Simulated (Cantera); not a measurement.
**Stirred combustor or abatement burner**

A perfectly stirred reactor is fed with 7.08 % CH4, 18.6 % O2, 74.3 % N2, at 101000 Pa; it is adiabatic with a 700 K inlet, and is followed from long to short residence time, starting on the burning branch (τ in s: 0.03, 0.0099, 0.0032, 0.0011, 0.00034, 0.00011, 3.7e-05, 1.2e-05, 3.9e-06).

Detailed kinetics in Cantera: GRI-Mech 3.0 (53 species, 325 reactions).

| τ (s) | T (K) | x CH4 | x O2 | x C2H2 | x H2O2 | x NO2 | x CH2 | x HCN |
|---|---|---|---|---|---|---|---|---|
| 0.030 | 2153 | 7.81e-6 | 0.0446 | 5.45e-10 | 9.69e-8 | 2.88e-7 | 1.82e-7 | 9.38e-8 |
| 0.0099 | 2131 | 1.78e-5 | 0.0453 | 1.73e-9 | 1.12e-7 | 1.32e-7 | 4.35e-7 | 1.08e-7 |
| 0.0032 | 2088 | 3.90e-5 | 0.0466 | 4.20e-9 | 1.48e-7 | 5.66e-8 | 9.22e-7 | 1.33e-7 |
| 0.0011 | 2026 | 8.43e-5 | 0.0486 | 9.72e-9 | 2.09e-7 | 2.51e-8 | 1.71e-6 | 1.80e-7 |
| 0.00034 | 1935 | 0.000220 | 0.0520 | 3.19e-8 | 3.19e-7 | 1.13e-8 | 3.29e-6 | 2.83e-7 |
| 0.00011 | 1828 | 0.000695 | 0.0582 | 1.79e-7 | 4.93e-7 | 5.38e-9 | 7.04e-6 | 5.09e-7 |
| 3.7e-5 | 700 | 0.0708 | 0.186 | <1e-12 | <1e-12 | <1e-12 | <1e-12 | <1e-12 |
| 1.2e-5 | 700 | 0.0708 | 0.186 | <1e-12 | <1e-12 | <1e-12 | <1e-12 | <1e-12 |
| 3.9e-6 | 700 | 0.0708 | 0.186 | <1e-12 | <1e-12 | <1e-12 | <1e-12 | <1e-12 |
x: mole fraction; the columns are a selection and need not sum to one.
